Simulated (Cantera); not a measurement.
A Cantera script and what it prints.

```python
import numpy as np
import cantera as ct

gas_names = [...]  # 87 gases of nasa_gas.yaml made of C, H, Si
cond_names = """
    C(gr) C6H6(L) C7H8(L) C8H18(L),n-octa Si(cr) Si(L) SiC(b)
""".split()


# ... load() reads the species with a 1 bar reference pressure and builds the phases ...
atoms = {
    'SiC': {'Si': 1, 'C': 1},
    'H2': {'H': 2},
}
top_T = {'C(gr)': 4500, 'SiC(b)': 3050}  # K; cautious upper limits of use, not melting points


# ... equilibrate(T, P, feed) seeds the gas with the atoms and calls Mixture.equilibrate('TP', solver="vcs", rtol=1e-11, max_steps=5000) ...
results = []
T = 1723  # K
P = 4.6  # Pa
for m in [0.073, 0.12, 0.18, 0.29, 0.45, 0.72, 1.1, 1.8, 2.8, 4.4, 7]:
    feed = {'SiC': 1, 'H2': m}  # mol
    mix = equilibrate(T, P, feed)
    results.append((T, P, feed, dict(zip(mix.species_names, mix.species_moles))))

top = {s: max(r[3][s] / sum(r[3][g] for g in gas_names) for r in results) for s in gas_names}
cols = sorted((s for s in top if top[s] > 0.001), key=lambda s: -top[s])[:7]
seen = [c for c in cond_names if any(r[3].get(c, 0) > 1e-12 for r in results)]
print("log10 of partial pressures in bar; condensed amounts in mol")
print(f"{'n(H2)':>10s}" + "".join(f"{s[:9]:>10s}" for s in cols + seen))
for T, P, feed, n in results:
    ng = sum(n[g] for g in gas_names)
    print(f"{feed['H2']:10.4g}" + "".join(f"{np.log10(max(n[s] / ng * P / 1e5, 1e-99)):10.3f}" for s in cols)
          + "".join(f"{n.get(c, 0):10.4g}" for c in seen))
```

It prints:

```
log10 of partial pressures in bar; condensed amounts in mol
     n(H2)        H2         H     C(gr)    SiC(b)
     0.073    -4.349    -5.914 1.355e-05         1
      0.12    -4.349    -5.914 2.227e-05         1
      0.18    -4.349    -5.914  3.34e-05    0.9999
      0.29    -4.349    -5.914 5.382e-05    0.9999
      0.45    -4.349    -5.914 8.351e-05    0.9998
      0.72    -4.349    -5.914 0.0001336    0.9997
       1.1    -4.349    -5.914 0.0002041    0.9996
       1.8    -4.349    -5.914  0.000334    0.9993
       2.8    -4.349    -5.914 0.0005196     0.999
       4.4    -4.349    -5.914 0.0008165    0.9984
         7    -4.349    -5.914  0.001299    0.9974
```

Method: chemical equilibrium by Gibbs-energy minimisation in Cantera with the NASA 1993 tables (ideal gas, pure condensed phases).
